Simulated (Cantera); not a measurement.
An adiabatic, constant-volume homogeneous reactor starts with 41.6 % H2, 12.2 % O2, 46.2 % N2, at 1125 K and 0.197 atm.

Model: the H2/O2 subset of GRI-Mech 3.0, which has no nitrogen chemistry, integrated in Cantera.

x: mole fraction; the columns are a selection and need not sum to one.

```csv
t (s),T (K),P (bar),x H2,x O2,x OH,x H2O2,x H2O
8.00e-6,1125,0.200,0.416,0.122,3.66e-11,1.25e-12,2.03e-10
1.76e-5,1125,0.200,0.416,0.122,1.16e-10,6.08e-12,1.38e-9
3.85e-5,1125,0.200,0.416,0.122,5.02e-10,3.02e-11,1.11e-8
8.46e-5,1125,0.200,0.416,0.122,5.67e-9,1.77e-10,1.80e-7
0.000186,1125,0.200,0.416,0.122,8.35e-7,[?],2.84e-5
0.000408,1784,0.308,0.138,0.00750,0.0138,[?],0.212
0.000894,2582,0.423,0.174,0.00242,0.0190,[?],0.237
0.00196,2756,0.446,0.180,0.00148,0.0168,7.33e-8,0.246
0.00431,2759,0.446,0.180,0.00147,0.0167,7.36e-8,0.247
0.00946,2759,0.446,0.180,0.00147,0.0167,7.36e-8,0.247
0.0208,2759,0.446,0.180,0.00147,0.0167,7.36e-8,0.247
0.0456,2759,0.446,0.180,0.00147,0.0167,7.36e-8,0.247
0.100,2759,0.446,0.180,0.00147,0.0167,7.36e-8,0.247
```

Task: What belongs in the gaps?

Result: 
- 0.000186, x H2O2: 7.91e-9
- 0.000408, x H2O2: 3.23e-7
- 0.000894, x H2O2: 6.06e-8
